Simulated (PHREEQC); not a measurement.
A solution holds 2.8 mol K2CO3 and 0.00014 mol H4SiO4 per kg of water, at 20 °C. Closed to the air; pH follows from the charge balance.

Equilibrium calculation in PHREEQC: Pitzer model, pitzer.dat.

Question: The ionic strength comes out as 8.39 mol/kgw. What activity coefficients do H2SiO4-2, K+, CO3-2, OH-, HCO3- get?

Answer: H2SiO4-2 0.016, K+ 0.44, CO3-2 0.19, OH- 3.4, HCO3- 0.43. Single-ion values are on the MacInnes scale.

No solid was allowed to form. In brines, pH and single-ion activities rest on the MacInnes convention.
